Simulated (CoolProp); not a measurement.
Benzene at 293.15 K and 0.117 MPa flows at 0.28 m/s in a round tube of 50 mm bore and 0.25 µm roughness, fully developed (64/Re and Nu = 3.66 if laminar; Colebrook and Gnielinski if turbulent). Each further row changes one setting.

Values from CoolProp's reference Helmholtz-energy equation of state, Thol 2012.

| case | Reynolds number | Darcy friction factor | pressure drop (Pa/m) | heat-transfer coefficient (W/(m² K)) | mass flow (kg/h) |
|---|---|---|---|---|---|
| as stated | 19000 | 0.0262 | 18.1 | 420 | 1740 |
| velocity 0.56 m/s | 38000 | 0.0222 | 61.3 | 774 | 3480 |
| diameter 100 mm | 38000 | 0.0222 | 7.66 | 387 | 6960 |

Viscosity comes from a separate model (Avgeri 2014). Thermal conductivity comes from a separate model (Assael 2012).
